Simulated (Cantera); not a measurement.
Input (Python, Cantera):

```python
import numpy as np
import cantera as ct

surf = ct.Interface("diamond.yaml", "diamond_100")
gas, bulk = surf.adjacent["gas"], surf.adjacent["diamond"]
k = surf.kinetics_species_index(bulk.species_names[0])
cover = ["c6HH", "c6H*", "c6*H", "c6**", "c6HM", "c6B"]

rows, drift = [], 0.0
print(f"{'T':>10s}{'um/h':>11s}" + "".join(f"{s:>11s}" for s in cover))
for v in [900, 950, 1000, 1050, 1100, 1150, 1200, 1250, 1300, 1350, 1400]:
    T, P, xH, xCH3 = v, 2500, 0.00053, 4.6e-05
    gas.TPX = T, P, {"H": xH, "CH3": xCH3, "CH4": 0.0035, "H2": 1 - xH - xCH3 - 0.0035}
    surf.TP = bulk.TP = T, P
    surf.coverages = "c6H*:0.1, c6HH:0.9"
    surf.advance_coverages(100.0)
    before = surf.coverages
    surf.advance_coverages(100.0)
    drift = max(drift, np.max(np.abs(surf.coverages - before) / (surf.coverages + 1e-9)))
    rate = surf.net_production_rates[k] * bulk.mean_molecular_weight / bulk.density * 3.6e9
    rows.append([rate, *surf[cover].coverages])
    print(f"{v:10.4g}{rate:11.4e}" + "".join(f"{x:11.3e}" for x in rows[-1][1:]))
```

Result:

```
         T       um/h       c6HH       c6H*       c6*H       c6**       c6HM        c6B
       900 3.0993e-01  6.398e-01  9.591e-03  2.685e-01  3.744e-03  6.298e-02  8.410e-10
       950 3.6216e-01  6.102e-01  1.319e-02  3.132e-01  5.638e-03  4.435e-02  9.827e-10
      1000 3.2660e-01  5.835e-01  1.742e-02  3.566e-01  8.000e-03  2.506e-02  8.863e-10
      1050 2.1511e-01  5.569e-01  2.206e-02  3.950e-01  1.066e-02  1.041e-02  5.837e-10
      1100 1.2318e-01  5.294e-01  2.680e-02  4.247e-01  1.334e-02  3.491e-03  3.343e-10
      1150 8.0518e-02  5.045e-01  3.145e-02  4.459e-01  1.579e-02  1.097e-03  2.185e-10
      1200 6.7145e-02  4.849e-01  3.594e-02  4.601e-01  1.784e-02  3.479e-04  1.822e-10
      1250 6.2435e-02  4.714e-01  4.018e-02  4.682e-01  1.941e-02  1.133e-04  1.694e-10
      1300 5.1447e-02  4.640e-01  4.407e-02  4.710e-01  2.046e-02  3.761e-05  1.396e-10
      1350 3.1961e-02  4.621e-01  4.757e-02  4.691e-01  2.100e-02  1.298e-05  8.673e-11
      1400 1.5436e-02  4.646e-01  5.064e-02  4.636e-01  2.108e-02  4.853e-06  4.189e-11
```

Model: the Harris–Goodwin 1993 mechanism for the reconstructed diamond (100) surface, integrated in Cantera.
